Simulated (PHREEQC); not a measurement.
A PHREEQC input (ion-association model, phreeqc.dat):

```
SOLUTION 1
  temp 15
  units mg/kgw
  pH 6.89
  pe 9
  Na 78.1
  K 76.7 charge
  Ca 113
  Mg 27.7
  Cl 243
  S(6) 129 as SO4
  Alkalinity 207 as HCO3
  Br 3.34
END
USE solution 1
EQUILIBRIUM_PHASES 1
  Quartz 0 0.5
  CO2(g) -3.4 10
END
```

The run finishes without an error or a warning.

Its last state differs from that of the intended input:

| quantity | as run | intended |
|---|---|---|
| ionic strength (mol/kgw) | 0.0169 | 0.0170 |
| KSO4- (mol/kgw) | 6.35e-6 | 7.49e-6 |
| SI of Quartz (SiO2) | -0.00 | +0.00 |

Q: One thing in the input isn't as intended. What explains the difference?

A: This is not unique; one that fits is The fault: charge balance asked on the minor ion K. The line should read `K 76.7` where the input has `K 76.7 charge`.
